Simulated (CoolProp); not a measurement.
Properties of hexamethyldisiloxane (MM) along the isobar 114 bar (Tc = 518.7 K, pc = 19.31 bar, ω = 0.418).

Values from CoolProp's reference Helmholtz-energy equation of state, Thol 2016.

| T (K) | phase | speed of sound (m/s) | Joule-Thomson coefficient (K/MPa) | isothermal compressibility (1/MPa) |
|---|---|---|---|---|
| 322.4 | liquid | 898.0 | -0.4067 | 0.001997 |
| 338.3 | liquid | … | -0.3850 | 0.002256 |
| 354.2 | liquid | 807.1 | -0.3618 | … |
| 370.1 | liquid | 764.0 | -0.3372 | 0.002902 |
| 386.1 | liquid | 722.2 | … | 0.003310 |
| 402 | liquid | 682.1 | -0.2818 | 0.003784 |
| 417.9 | liquid | 643.5 | -0.2506 | 0.004341 |
| 433.8 | liquid | 606.3 | -0.2165 | 0.004997 |
| 449.8 | liquid | 570.5 | -0.1788 | 0.005778 |
| 465.7 | liquid | 536.4 | … | 0.006696 |
| 481.6 | liquid | 503.9 | … | … |
| 497.5 | liquid | … | … | 0.009067 |
| 513.5 | liquid | 444.0 | 0.01359 | 0.01059 |

What belongs in the gaps?


- 338.3, speed of sound (m/s): 851.7
- 354.2, isothermal compressibility (1/MPa): 0.002555
- 386.1, Joule-Thomson coefficient (K/MPa): -0.3105
- 465.7, Joule-Thomson coefficient (K/MPa): -0.1376
- 481.6, Joule-Thomson coefficient (K/MPa): -0.09210
- 481.6, isothermal compressibility (1/MPa): 0.007783
- 497.5, speed of sound (m/s): 473.1
- 497.5, Joule-Thomson coefficient (K/MPa): -0.04197
